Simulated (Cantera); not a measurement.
## C2H2 + H2 + N2 (carbon deposition, reforming and gasification)

Charge: 1 mol C2H2, 3.4 mol H2, 27 mol N2, equilibrated at 1 atm.

Cantera equilibrium calculation (NASA polynomials, part measured and part estimated; ideal gas, pure solids and liquids). Candidate condensed phases: C, C6H6, C7H8, C8H18; 110 gas species. Ions and electrons are included (thermal ionisation). The numbers say what is thermodynamically allowed, not how fast it happens.

| T (°C) | log p N2 | log p H | log p H2 | log p HCN | log p C | log p CN | log p N |
|---|---|---|---|---|---|---|---|
| 2727 | -0.08 | -1.33 | -1.07 | -1.37 | -4.39 | -2.62 | -4.90 |
| 2977 | -0.09 | -1.08 | -1.17 | -1.43 | -3.61 | -2.23 | -4.26 |
| 3227 | -0.11 | -0.89 | -1.32 | -1.55 | -2.98 | -1.92 | -3.71 |
| 3477 | -0.12 | -0.77 | -1.54 | -1.74 | -2.48 | -1.71 | -3.23 |
| 3727 | -0.13 | -0.69 | -1.79 | -2.01 | -2.12 | -1.60 | -2.82 |
| 3977 | -0.14 | -0.66 | -2.07 | -2.35 | -1.86 | -1.55 | -2.45 |
| 4227 | -0.14 | -0.64 | -2.36 | -2.71 | -1.68 | -1.57 | -2.12 |
| 4477 | -0.15 | -0.63 | -2.63 | -3.09 | -1.57 | -1.63 | -1.82 |
| 4727 | -0.16 | -0.63 | -2.88 | -3.47 | -1.50 | -1.71 | -1.56 |
log p: log10 of the partial pressure in bar; nothing condenses.

From 2727 °C to 4727 °C nothing is condensed. The main C-bearing gas is HCN at 2727 °C and C at 4727 °C.
